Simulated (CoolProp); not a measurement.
Vapour-liquid equilibrium of dimethyl carbonate (1) + n-decane (2) at 421.6 K; x and y are mole fractions of (1).

Computed with CoolProp (multi-fluid Helmholtz-energy mixture model, Zhou 2011 and Lemmon 2006; pair parameters Bell 2016).

Q: Give the bubble pressure and the first vapour's composition at x = 0.05, 0.35, 0.55. Is there an azeotrope?

A: x = 0.05: 1.204 bar, y = 0.588; x = 0.35: 3.338 bar, y = 0.869; x = 0.55: 3.825 bar, y = 0.897. No azeotrope shows between x = 0.05 and 0.95.

The pair parameters rest on a limited set of measurements; away from them the model extrapolates. With so large a gap from Raoult's law the liquid may split in two, which this calculation doesn't test in full.
